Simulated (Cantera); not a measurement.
# Equilibrium for boron, boron nitride and boron oxide: BCl₃ + H₂O + N₂

A closed system holds: 1 mol BCl₃, 3.6 mol H₂O, a varied amount of N₂, at 0.0440 bar.

These are equilibrium values from Cantera (NASA tables, ideal gas, pure condensed phases), not measurements of a reactor. Candidate condensed phases: B, BN, B₂O₃, B₃O₃H₃, H₂O, NH₄Cl; 49 gas species. The tables' values for BCl₂ are old estimates. Gases not in the tables: H₃BO₃. Kinetics and transport are ignored.

Question: Map the stable condensed phases over T = 877, 952, 1027, 1102, 1177, 1252, 1327, 1402, 1477, 1552, 1627, 1702, 1777 °C and n(N₂) in mol = 0.14, 0.24, 0.41, 0.7, 1.2, 2, 3.4, 5.8, 9.8, 17, 28, 48.

Answer: 
```
T in °C \ n(N₂) in mol
         0.14 0.24 0.41  0.7  1.2    2  3.4  5.8  9.8   17   28   48
   1777     A    A    A    A    A    A    A    A    A    A    A    A
   1702     A    A    A    A    A    A    A    A    A    A    A    A
   1627     A    A    A    A    A    A    A    A    A    A    A    A
   1552     A    A    A    A    A    A    A    A    A    A    A    A
   1477     A    A    A    A    A    A    A    A    A    A    A    A
   1402     A    A    A    A    A    A    A    A    A    A    A    A
   1327     B    B    B    B    B    B    A    A    A    A    A    A
   1252     B    B    B    B    B    B    B    B    B    B    A    A
   1177     B    B    B    B    B    B    B    B    B    B    B    B
   1102     B    B    B    B    B    B    B    B    B    B    B    B
   1027     B    B    B    B    B    B    B    B    B    B    B    B
    952     B    B    B    B    B    B    B    B    B    B    B    B
    877     B    B    B    B    B    B    B    B    B    B    B    B
```
A: gas only; B: B₂O₃.
